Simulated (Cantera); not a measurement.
A Cantera script and what it prints.

```python
import numpy as np
import cantera as ct

gas_names = [...]  # 109 gases of nasa_gas.yaml made of C, Cl, H, Si
cond_names = """
    C(gr) C6H6(L) C7H8(L) C8H18(L),n-octa Si(cr) Si(L) SiC(b)
""".split()


# ... load() reads the species with a 1 bar reference pressure and builds the phases ...
atoms = {
    'SiCl4': {'Si': 1, 'CL': 4},
    'CH4': {'C': 1, 'H': 4},
    'H2': {'H': 2},
}
top_T = {'C(gr)': 4500, 'SiC(b)': 3050}  # K; cautious upper limits of use, not melting points


# ... equilibrate(T, P, feed) seeds the gas with the atoms and calls Mixture.equilibrate('TP', solver="vcs", rtol=1e-11, max_steps=5000) ...
results = []
feed = {'SiCl4': 1, 'CH4': 0.013, 'H2': 660}  # mol
T = 2450  # K
P = 1500  # Pa
mix = equilibrate(T, P, feed)
results.append((T, P, feed, dict(zip(mix.species_names, mix.species_moles))))
x = sorted(zip(gas.X, gas.species_names), reverse=True)
print(f"T = {T:g} K  P = {P:g} Pa  gas = {mix.phase_moles(0):.4g} mol")
print("   x: " + "  ".join(f"{s} {v:.3e}" for v, s in x if v > 0.001))
print("   condensed (mol): " + ("  ".join(f"{mix.phase(i).name} {mix.phase_moles(i):.4g}"
      for i in range(1, mix.n_phases) if mix.phase_moles(i) > 1e-12) or "none"))
```

Result:

```
T = 2450 K  P = 1500 Pa  gas = 717.2 mol
   x: H2 8.425e-01  H 1.506e-01  HCL 4.945e-03  Si 1.341e-03
   condensed (mol): none
```

Method: chemical equilibrium by Gibbs-energy minimisation in Cantera with the NASA 1993 tables (ideal gas, pure condensed phases).
